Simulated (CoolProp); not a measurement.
Saturation properties of dimethyl carbonate.

Model: reference Helmholtz-energy equation of state, Zhou 2011, in CoolProp.

```tsv
T (K)	p (MPa)	vapour density (kg/m³)	enthalpy of vaporisation (kJ/kg)
287.8	0.004174	0.1575	426.1
311.7	0.01404	(withheld)	410.3
335.5	0.03829	1.254	394.5
359.3	(withheld)	2.762	(withheld)
383.2	0.1840	5.446	361.4
407	0.3430	(withheld)	343.2
430.9	0.5928	16.64	323.1
454.7	0.9597	26.85	(withheld)
478.5	1.478	(withheld)	274.3
502.4	2.191	(withheld)	(withheld)
```

**Question.** Some entries are withheld; supply them.

**Answer.** 
- 311.7, vapour density (kg/m³): 0.4912
- 359.3, p (MPa): 0.08918
- 359.3, enthalpy of vaporisation (kJ/kg): 378.4
- 407, vapour density (kg/m³): 9.823
- 454.7, enthalpy of vaporisation (kJ/kg): 300.6
- 478.5, vapour density (kg/m³): 42.05
- 502.4, vapour density (kg/m³): 65.38
- 502.4, enthalpy of vaporisation (kJ/kg): 241.7

It boils at 363.3 K under 1 atm.
